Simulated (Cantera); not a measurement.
## Equilibrium for carbothermic reduction: Cu₂O + CO + CH₄

A closed system holds: 1 mol Cu₂O, 12 mol CO, a varied amount of CH₄, held at 1825 K and 2.90 mbar.

Equilibrium computed with Cantera from the NASA thermochemical tables; the gas is ideal and each condensed phase is pure. Candidate condensed phases: C, C₆H₆, C₇H₈, C₈H₁₈, Cu, CuO, Cu(OH)₂, Cu₂O, H₂O; 113 gas species. The numbers say what is thermodynamically allowed, not how fast it happens.

```
n(CH₄) (mol)  log p CO  log p H₂  log p Cu  log p CO₂  log p H₂O  log p H  log p Cu₂  n C(graphite)
------------  --------  --------  --------  ---------  ---------  -------  ---------  -------------
0.57             -2.65     -3.73     -3.43      -4.22      -4.71    -5.22      -6.40              0
0.69             -2.65     -3.64     -3.44      -4.40      -4.80    -5.18      -6.42              0
0.83             -2.65     -3.56     -3.46      -4.70      -5.01    -5.13      -6.44              0
0.99             -2.65     -3.48     -3.47      -5.97      -6.20    -5.09      -6.46              0
1.2              -2.66     -3.40     -3.48      -9.52      -9.67    -5.06      -6.49          0.199
1.4              -2.67     -3.35     -3.49      -9.54      -9.62    -5.03      -6.51          0.399
1.7              -2.69     -3.28     -3.50      -9.57      -9.56    -4.99      -6.53          0.699
2.1              -2.71     -3.20     -3.52      -9.61      -9.51    -4.96      -6.57           1.10
2.5              -2.73     -3.14     -3.54      -9.64      -9.47    -4.93      -6.61           1.50
3                -2.75     -3.09     -3.56      -9.68      -9.43    -4.90      -6.65           2.00
3.6              -2.77     -3.03     -3.58      -9.73      -9.40    -4.87      -6.70           2.60
4.3              -2.80     -2.98     -3.61      -9.79      -9.38    -4.85      -6.75           3.30
5.2              -2.83     -2.93     -3.64      -9.85      -9.36    -4.82      -6.81           4.20
```
log p: log10 of the partial pressure in bar; n: condensed amount in mol.

From 0.57 mol CH₄ to 0.99 mol CH₄ nothing is condensed. From 1.2 mol CH₄ to 5.2 mol CH₄ the condensed part is C(graphite). The main Cu-bearing gas is Cu throughout.
